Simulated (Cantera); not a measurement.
Charge: 1 mol B, 0.62 mol N2, a varied amount of H2, equilibrated at 13300 Pa.

Method: chemical equilibrium by Gibbs-energy minimisation in Cantera with the NASA 1993 tables (ideal gas, pure condensed phases). Candidate condensed phases: B, BN; 15 gas species. N2 is the only nitrogen source here; it is nearly inert below about 1500 K, so the nitride shown seldom forms there in practice. Mutual solubility and eutectic melting of coexisting phases are not modelled. The numbers say what is thermodynamically allowed, not how fast it happens.

What condenses at these points (T in °C, n(H2) in mol): (2102, 17); (1577, 7.5); (1877, 14); (1502, 9.3); (1952, 9.3); (1877, 2.7)?


```tsv
T (°C)	n(H2) in mol	condensed phases	B condensed (%)
2102	17	B	94.9
1577	7.5	BN	100.0
1877	14	BN	98.7
1502	9.3	BN	100.0
1952	9.3	B + BN	98.6
1877	2.7	BN	99.9
```
